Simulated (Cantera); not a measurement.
Charge: 1 mol Si2H6, 0.012 mol Cl2, 370 mol H2, equilibrated at 2.00 mbar.

Method: chemical equilibrium by Gibbs-energy minimisation in Cantera with the NASA 1993 tables (ideal gas, pure condensed phases). Candidate condensed phases: Si; 19 gas species. The feed counts by its element totals alone. Gases not in the tables: Si2H6 and higher silanes. The numbers say what is thermodynamically allowed, not how fast it happens.

x: gas mole fraction; n: condensed amount in mol.

| T (K) | x H2 | x H | x Si | x HCl | x SiH | n Si(s) | n Si(l) |
|---|---|---|---|---|---|---|---|
| 1398 | 1.000 | 0.000106 | 3.90e-7 | 6.43e-5 | 8.78e-8 | 2.00 | 0 |
| 1448 | 1.000 | 0.000206 | 1.46e-6 | 6.43e-5 | 2.62e-7 | 2.00 | 0 |
| 1498 | 1.000 | (withheld) | (withheld) | 6.43e-5 | (withheld) | 2.00 | 0 |
| 1548 | 0.999 | 0.000688 | 1.59e-5 | 6.42e-5 | 1.88e-6 | 1.99 | 0 |
| 1598 | 0.999 | (withheld) | (withheld) | 6.42e-5 | (withheld) | 1.98 | 0 |
| 1648 | 0.998 | 0.00199 | 0.000129 | 6.41e-5 | 1.06e-5 | 1.94 | 0 |
| 1698 | 0.996 | 0.00323 | 0.000328 | 6.39e-5 | 2.28e-5 | 0 | 1.86 |

Problem. Some entries are withheld; supply them.

Solution. 
- 1498, x H: 0.000384
- 1498, x Si: 5.02e-6
- 1498, x SiH: 7.26e-7
- 1598, x H: 0.00119
- 1598, x Si: 4.68e-5
- 1598, x SiH: 4.59e-6
